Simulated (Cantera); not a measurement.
**Reactions in the system Cl-O-Ti**

Source: NASA polynomial tables (part measured, part estimated), evaluated in Cantera. Values are per mole of reaction as written; species without (g) are pure solids or liquids, kept so even where they would boil at 1 bar.

TiCl₃ + Ti₂O₃ + 3 Cl(g) ⇌ 3 TiOCl₂(g)

| T (K) | ΔH° (kJ) | ΔS° (J/K) | ΔG° (kJ) | log10 K |
|---|---|---|---|---|
| 300 | 241.9 | 249.9 | 166.9 | -29.07 |
| 473 | 231.1 | 222.6 | 125.8 | -13.89 |
| 623 | 221.1 | 204.2 | 93.8 | -7.87 |
| 773 | 210.4 | 188.9 | 64.4 | -4.35 |
| 923 | 199.5 | 176.0 | 37.0 | -2.10 |
